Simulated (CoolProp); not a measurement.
Vapour-liquid equilibrium of carbon dioxide (1) + R152A (2) at 222.7 K; x and y are mole fractions of (1).

The numbers come from the multi-fluid Helmholtz-energy mixture model, Span 1996 and Outcalt 1996; pair parameters Bell 2016 in CoolProp.

| x | bubble pressure, mixture model (MPa) | bubble pressure, Raoult's law (MPa) | y, mixture model | y, Raoult's law |
|---|---|---|---|---|
| 0.05 | 0.05927 | 0.05889 | 0.565 | 0.569 |
| 0.125 | 0.1084 | 0.1071 | 0.777 | 0.782 |
| 0.2 | 0.1575 | 0.1554 | 0.857 | 0.862 |
| 0.275 | 0.2062 | 0.2036 | 0.899 | 0.905 |
| 0.35 | 0.2544 | 0.2519 | 0.925 | 0.931 |
| 0.425 | 0.3019 | 0.3001 | 0.942 | 0.949 |
| 0.5 | 0.3490 | 0.3483 | 0.955 | 0.962 |
| 0.575 | 0.3956 | 0.3966 | 0.965 | 0.971 |
| 0.65 | 0.4421 | 0.4448 | 0.974 | 0.979 |
| 0.725 | 0.4889 | 0.4931 | 0.980 | 0.985 |
| 0.8 | 0.5363 | 0.5413 | 0.986 | 0.990 |
| 0.875 | 0.5849 | 0.5895 | 0.992 | 0.994 |
| 0.95 | 0.6352 | 0.6378 | 0.997 | 0.998 |

The largest gap from Raoult's law is +1.4 % in bubble pressure, at x = 0.2. No azeotrope shows between x = 0.05 and 0.95.

The pair parameters rest on a limited set of measurements; away from them the model extrapolates. The gap from Raoult's law changes sign with composition, which may be real or a fault of the pair parameters; it wasn't checked against measurements.
